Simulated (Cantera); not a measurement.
What does this Cantera script print?

```python
import numpy as np
import cantera as ct

gas = ct.Solution("h2o2.yaml")
gas.TPX = 1248, 1333, {'H2': 0.006, 'O2': 1}
reactor = ct.IdealGasConstPressureReactor(gas, energy="off", clone=False)
net = ct.ReactorNet([reactor])
net.rtol, net.atol = 1e-08, 1e-18
show = ['H2', 'O2', 'HO2', 'H', 'H2O2', 'H2O', 'O']
times = np.geomspace(0.0007, 10, 9)

steps = ct.SolutionArray(gas, extra=["t"])
rows = []
print(f"{'t/s':>10s}{'T/K':>9s}{'P/Pa':>11s}" + "".join(f"{s:>11s}" for s in show))
for t in times:
    while net.time < t:
        t_next = net.step()
        steps.append(gas.state, t=t_next)
    rows.append([np.interp(t, steps.t, y) for y in (steps.T, steps.P, *steps(*show).X.T)])
    print(f"{t:10.3e}{rows[-1][0]:9.1f}{rows[-1][1]:11.4g}" + "".join(f"{x:11.3e}" for x in rows[-1][2:]))
rate = np.gradient(steps.T, steps.t)
print("integrator steps:", len(steps.t))
if steps.T.max() > steps.T[0] + 200:
    print(f"time of steepest temperature rise: {steps.t[rate.argmax()]:.4e} s")
gas.TPX = 1248, 1333, {'H2': 0.006, 'O2': 1}
gas.equilibrate("TP")
print(f"equilibrium (TP): T = {gas.T:.1f} K  " + "  ".join(f"{s} {gas[s].X[0]:.3e}" for s in show))
```

Result:

```
       t/s      T/K       P/Pa         H2         O2        HO2          H       H2O2        H2O          O
 7.000e-04   1248.0       1333  5.964e-03  9.940e-01  9.143e-09  1.439e-09  2.247e-12  6.909e-09  1.457e-08
 2.315e-03   1248.0       1333  5.964e-03  9.940e-01  3.056e-08  1.476e-08  2.305e-11  2.051e-07  2.200e-07
 7.653e-03   1248.0       1333  5.537e-03  9.936e-01  4.649e-07  1.991e-05  1.889e-09  3.141e-04  2.931e-04
 2.530e-02   1248.0       1333  1.524e-05  9.885e-01  4.529e-07  1.389e-04  1.001e-08  5.607e-03  5.151e-03
 8.367e-02   1248.0       1333  1.293e-05  9.893e-01  4.201e-07  1.107e-04  9.713e-09  5.646e-03  4.431e-03
 2.766e-01   1248.0       1333  8.476e-06  9.909e-01  3.383e-07  5.804e-05  8.924e-09  5.729e-03  2.871e-03
 9.147e-01   1248.0       1333  3.159e-06  9.928e-01  1.969e-07  1.302e-05  6.680e-09  5.843e-03  1.054e-03
 3.024e+00   1248.0       1333  6.140e-07  9.938e-01  7.116e-08  1.109e-06  3.089e-09  5.924e-03  2.033e-04
 1.000e+01   1248.0       1333  8.701e-08  9.940e-01  1.745e-08  5.930e-08  7.935e-10  5.961e-03  2.878e-05
integrator steps: 1385
equilibrium (TP): T = 1248.0 K  H2 1.736e-09  O2 9.940e-01  HO2 5.975e-09  H 1.696e-10  H2O2 2.494e-11  H2O 5.979e-03  O 5.786e-07
```

Computed with Cantera and the H2/O2 subset of GRI-Mech 3.0, which has no nitrogen chemistry. Radical loss at walls, strong at low pressure, is not modelled.
